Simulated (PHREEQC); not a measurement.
**Geothermal or formation water (model solution)**

Model water analysis in mg/kgw, 55 °C, pH 6.43:

| constituent | mg/kgw |
|---|---|
| Na | 4610 |
| K | 1.71 |
| Ca | 345 |
| Mg | 821 |
| Cl | 9290 |
| S(6) as SO4 | 1030 |
| Alkalinity as HCO3 | 126 |

Valence states are taken as typed.

All values are PHREEQC results (Pitzer model, pitzer.dat), not measurements.

This is a speciation only: nothing precipitates in the calculation.

Predict the activity of water.

activity of water 0.992.

In which forms is C present?

HCO3- 69 %, CO2 31 % of the C.

Away from 25 °C the constants follow the database's enthalpies or fits; those with neither stay at their 25 °C values.
